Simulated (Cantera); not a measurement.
A freely propagating, adiabatic, planar premixed flame of CO : H₂ : CH₄ : O₂ : N₂ = 1 : 0.089 : 0.081 : 0.505 : 1.9 (molar parts), equivalence ratio 1.4, unburnt at 600 K and 18000 Pa; mixture-averaged transport, grid criteria slope 0.08 and curve 0.16, no radiation.

Detailed kinetics in Cantera: GRI-Mech 3.0 (53 species, 325 reactions). Burning velocities carry a grid error of a few per cent, more on coarse grids.

### Question
What does this change do: O2 0.505 to 0.39 parts?

### Answer
```tsv
quantity	before	after
laminar burning velocity	282 cm/s	257 cm/s
thermal thickness	2.74 mm	2.46 mm
peak x(CH₂O)	0.000213	0.000201
peak x(C₂H₄)	8.41e-6	1.29e-5
peak x(C₂H)	<1e-8	<1e-8
```

### Question
What does this change do: inlet temperature 600 to 573 K?

### Answer
| quantity | before | after |
|---|---|---|
| laminar burning velocity | 282 cm/s | 260 cm/s |
| thermal thickness | 2.74 mm | 2.73 mm |
| peak x(CH₂O) | 0.000213 | 0.000207 |
| peak x(C₂H₄) | 8.41e-6 | 8.04e-6 |
| peak x(C₂H) | <1e-8 | <1e-8 |
